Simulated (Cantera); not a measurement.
Silicon nitride deposition: SiH2Cl2 + N2

Feed: 1 mol SiH2Cl2, a varied amount of N2, at 1475 °C and 7.10 Pa.

These are equilibrium values from Cantera (NASA tables, ideal gas, pure condensed phases), not measurements of a reactor. Candidate condensed phases: NH4Cl, Si, Si3N4; 28 gas species. The tables' values for SiCl, SiCl3, SiN are old estimates; treat these amounts as uncertain. The numbers say what is thermodynamically allowed, not how fast it happens.

```tsv
n(N2) (mol)	x N2	x SiCl2	x H2	x HCl	x Si	n Si(l)
4.4	0.667	0.116	0.115	0.0634	0.0205	0.0695
5.5	0.712	0.0988	0.0982	0.0540	0.0205	0.0450
6.8	0.751	0.0841	0.0835	0.0459	0.0205	0.0161
8.5	0.788	0.0699	0.0694	0.0394	0.0193	0
11	0.827	0.0556	0.0551	0.0337	0.0167	0
13	0.849	0.0476	0.0472	0.0302	0.0151	0
16	0.872	0.0390	0.0387	0.0264	0.0134	0
20	0.894	0.0313	0.0310	0.0226	0.0117	0
25	0.913	0.0249	0.0247	0.0193	0.0101	0
32	0.930	0.0192	0.0191	0.0162	0.00866	0
39	0.941	0.0155	0.0155	0.0139	0.00761	0
```
x: gas mole fraction; n: condensed amount in mol.

From 4.4 mol N2 to 6.8 mol N2 the condensed part is Si(l). From 8.5 mol N2 to 39 mol N2 nothing is condensed. The main Si-bearing gas is SiCl2 throughout.
